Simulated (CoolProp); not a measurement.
Values from CoolProp's reference Helmholtz-energy equation of state, Tillner-Roth 1994.

Q: For R134a, give the phase and the density (kg/m³), Joule-Thomson coefficient (K/MPa), viscosity (µPa s), conductivity (mW/(m K)) at 104.25 °C and 4.5 MPa; 130.15 °C and 4.5 MPa; 155.95 °C and 4.5 MPa.

A: 
- 104.25 °C and 4.5 MPa: supercritical; density 669, Joule-Thomson coefficient 6.36, viscosity 49.5, conductivity 50.5
- 130.15 °C and 4.5 MPa: supercritical; density 220, Joule-Thomson coefficient 10.1, viscosity 20.2, conductivity 28.1
- 155.95 °C and 4.5 MPa: supercritical; density 176, Joule-Thomson coefficient 7.58, viscosity 20.1, conductivity 27.5

Viscosity comes from a separate model (Huber 2003), an estimate that may be off by 10 % or more. Thermal conductivity comes from a separate model (McLinden 2000), an estimate that may be off by 10 % or more.
